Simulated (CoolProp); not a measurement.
Vapour-liquid equilibrium of hydrogen sulfide (1) + propane (2) at 1.31 MPa; x and y are mole fractions of (1).

Computed with CoolProp (multi-fluid Helmholtz-energy mixture model, Lemmon 2006 and Lemmon 2009; pair parameters Kunz 2012).

```
x      bubble temperature (K)  y at the bubble point  dew temperature at overall composition x (K)  liquid density (mol/L)
-----  ----------------------  ---------------------  --------------------------------------------  ----------------------
0.05                    305.4                  0.143                                         309.2                   11.07
0.125                   298.4                  0.306                                         306.1                   11.66
0.2                     293.2                  0.423                                         303.0                   12.27
0.275                   289.4                  0.508                                         299.8                   12.92
0.35                    286.6                  0.572                                         296.5                   13.63
0.425                   284.5                  0.623                                         293.1                   14.42
0.5                     282.9                  0.665                                         289.7                   15.30
0.575                   281.7                  0.703                                         286.4                   16.28
0.65                    280.9                  0.738                                         283.4                   17.37
0.725                   280.3                  0.774                                         281.2                   18.59
0.8                     280.0                  0.813                                         280.1                   19.93
0.875                   280.0                  0.863                                         280.1                   21.37
0.95                    280.6                  0.933                                         280.8                   22.88
```

y crosses x between x = 0.8 and 0.875: the model has an azeotrope there.

Pair parameters are fitted to limited data, so mixtures are less certain than the pure fluids.
